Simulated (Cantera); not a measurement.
Input: 1 mol MgCO3, 1.6 mol O2, 0.072 mol CO2, held at 1323 K and 0.0280 bar.

These are equilibrium values from Cantera (NASA tables, ideal gas, pure condensed phases), not measurements of a reactor. Candidate condensed phases: C, Mg, MgCO3, MgO; 15 gas species. The numbers say what is thermodynamically allowed, not how fast it happens.

Q: What is the equilibrium state?

A: 
| Quantity | Result |
|---|---|
| x(O2) | 0.599 |
| x(CO2) | 0.401 |
| x(O) | 1.23e-6 |
| n(MgO(s)) | 1.00 mol |
| gas amount | 2.672 mol |
| log10 activity of C(graphite) (absent) | -15.81 |
| log10 activity of Mg(l) (absent) | -17.11 |
